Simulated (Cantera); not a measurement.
A freely propagating, adiabatic, planar premixed flame of H₂ : O₂ : N₂ = 1 : 0.25 : 0.725 (molar parts), equivalence ratio 2.0, unburnt at 425 K and 64000 Pa; mixture-averaged transport, grid criteria slope 0.08 and curve 0.16, no radiation.

Cantera simulation using the H2/O2 subset of GRI-Mech 3.0, which has no nitrogen chemistry; the numbers are that mechanism's predictions, not measurements. Burning velocities carry a grid error of a few per cent, more on coarse grids.

Q: What does this change do: 0.074 parts H2O added?

A: 
```
quantity                    before     after
------------------------  --------  --------
laminar burning velocity  592 cm/s  564 cm/s
thermal thickness         0.688 mm  0.657 mm
peak x(HO₂)               0.000323  0.000365
peak x(O)                  0.00476   0.00418
peak x(H)                    0.108    0.0962
```

Q: What does this change do: inlet temperature 425 to 650 K?

A: 
| quantity | before | after |
|---|---|---|
| laminar burning velocity | 592 cm/s | 1150 cm/s |
| thermal thickness | 0.688 mm | 0.790 mm |
| peak x(HO₂) | 0.000323 | 0.000165 |
| peak x(O) | 0.00476 | 0.00611 |
| peak x(H) | 0.108 | 0.127 |
